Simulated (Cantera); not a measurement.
A Cantera script and its output.

```python
import numpy as np
import cantera as ct

gas = ct.Solution("gri30.yaml", transport_model="mixture-averaged")
show = ['CH3', 'H', 'N2']

rows = []
print(f"{'T/K':>7s}{'rho':>11s}{'cp':>10s}{'mu':>11s}{'lambda':>11s}{'Pr':>7s}" + "".join(f"{'D_' + s:>11s}" for s in show))
for T in [400, 550, 700, 850, 1000, 1150, 1300, 1450, 1600]:
    gas.TPX = T, 990000, {'CO2': 0.83, 'C2H6': 0.46, 'C2H4': 0.33}
    Pr = gas.cp_mass * gas.viscosity / gas.thermal_conductivity
    D = [gas.mix_diff_coeffs_mole[gas.species_index(s)] for s in show]
    rows.append([gas.density, gas.cp_mass, gas.viscosity, gas.thermal_conductivity, Pr, *D])
    print(f"{T:7g}{gas.density:11.4e}{gas.cp_mass:10.1f}{gas.viscosity:11.4e}"
          f"{gas.thermal_conductivity:11.4e}{Pr:7.3f}" + "".join(f"{d:11.4e}" for d in D))
print("SI units: kg/m3, J/kg/K, Pa s, W/m/K, m2/s")
```

Result:

```
    T/K        rho        cp         mu     lambda     Pr      D_CH3        D_H       D_N2
    400 1.0955e+01    1368.7 1.6357e-05 2.9562e-02  0.757 2.9405e-06 1.6050e-05 2.6898e-06
    550 7.9670e+00    1656.9 2.1564e-05 4.6449e-02  0.769 5.2217e-06 2.8509e-05 4.7258e-06
    700 6.2598e+00    1890.4 2.6172e-05 6.3486e-02  0.779 7.9768e-06 4.3558e-05 7.1741e-06
    850 5.1551e+00    2067.9 3.0341e-05 8.0035e-02  0.784 1.1159e-05 6.0940e-05 9.9960e-06
   1000 4.3819e+00    2223.7 3.4176e-05 9.5910e-02  0.792 1.4735e-05 8.0473e-05 1.3164e-05
   1150 3.8103e+00    2343.7 3.7750e-05 1.1107e-01  0.797 1.8679e-05 1.0202e-04 1.6657e-05
   1300 3.3707e+00    2443.0 4.1113e-05 1.2554e-01  0.800 2.2974e-05 1.2548e-04 2.0460e-05
   1450 3.0220e+00    2524.5 4.4304e-05 1.3936e-01  0.803 2.7601e-05 1.5076e-04 2.4558e-05
   1600 2.7387e+00    2591.3 4.7352e-05 1.5256e-01  0.804 3.2550e-05 1.7779e-04 2.8940e-05
SI units: kg/m3, J/kg/K, Pa s, W/m/K, m2/s
```

Computed with Cantera and GRI-Mech 3.0 (53 species, 325 reactions). The composition is frozen, though it would react at the higher temperatures.
